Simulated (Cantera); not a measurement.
Input (Python, Cantera) and output of one run.

```python
import numpy as np
import cantera as ct

gas_names = """
    CL CL2 H HCL H2 Si SiCL SiCL2 SiCL3 SiCL4 SiH SiHCL3 SiH2 SiH2CL2 SiH3 SiH3CL SiH4 Si2 Si3
""".split()
cond_names = """
    Si(cr) Si(L)
""".split()


# ... load() reads the species with a 1 bar reference pressure and builds the phases ...
atoms = {
    'SiCl4': {'Si': 1, 'CL': 4},
    'H2': {'H': 2},
}
top_T = {}  # K; cautious upper limits of use, not melting points


# ... equilibrate(T, P, feed) seeds the gas with the atoms and calls Mixture.equilibrate('TP', solver="vcs", rtol=1e-11, max_steps=5000) ...
results = []
feed = {'SiCl4': 1, 'H2': 720}  # mol
T = 1550  # K
P = 10000  # Pa
mix = equilibrate(T, P, feed)
results.append((T, P, feed, dict(zip(mix.species_names, mix.species_moles))))
print(gas.report(threshold=1e-06))
for i in range(1, mix.n_phases):
    print(f"{mix.phase(i).name:16s} {mix.phase_moles(i):12.5e} mol")
```

It prints:

```
       temperature   1550 K
          pressure   10000 Pa
           density   0.0017145 kg/m^3
  mean mol. weight   2.2095 kg/kmol
   phase of matter   gas

                          1 kg             1 kmol
                     ---------------   ---------------
          enthalpy        1.6962e+07        3.7478e+07  J
   internal energy        1.1129e+07        2.4591e+07  J
           entropy             90391        1.9972e+05  J/K
    Gibbs function       -1.2314e+08       -2.7209e+08  J
 heat capacity c_p             14740             32568  J/K
 heat capacity c_v             10977             24253  J/K

                      mass frac. Y      mole frac. X     chem. pot. / RT
                     ---------------   ---------------   ---------------
                 H         4.531e-05        9.9319e-05           -10.503
               HCL           0.08821         0.0053459           -40.199
                H2           0.90735           0.99445           -21.007
             SiCL2         0.0042903        9.5767e-05           -64.058
              SiH2        3.7834e-05        2.7771e-06           -25.674
     [  +14 minor]         6.322e-05        2.2376e-06

Si(cr)            9.27539e-01 mol
```

Equilibrium computed with Cantera from the NASA thermochemical tables; the gas is ideal and each condensed phase is pure.
